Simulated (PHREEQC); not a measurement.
**Cooling-tower water (model solution)**

Model water analysis in mg/L, 25 °C, pH 6.56, pe 10.2:

```csv
constituent,mg/L
Na,473
K,80.1
Ca,221
Mg,57.1
Cl,951
S(6) as SO4,271
Alkalinity as HCO3,315
O(0) (dissolved oxygen),8.32
Cu(2),1.86
```

Valence states are taken as typed.

Model: ion-association model, wateq4f.dat, run in PHREEQC.

Precipitation was switched off in this run.

Q: What ionic strength, charge-balance error does the model give?

A: ionic strength 0.0454 mol/kgw; charge-balance error 1.1 %.

Q: In which forms is Mg present?

A: Mg+2 88 %, MgSO4 9.7 %, MgHCO3+ 2.5 % of the Mg.

Saturation is exceeded, for instance for Malachite; the values hold only as long as no solid forms. Species that the database lacks are ignored.
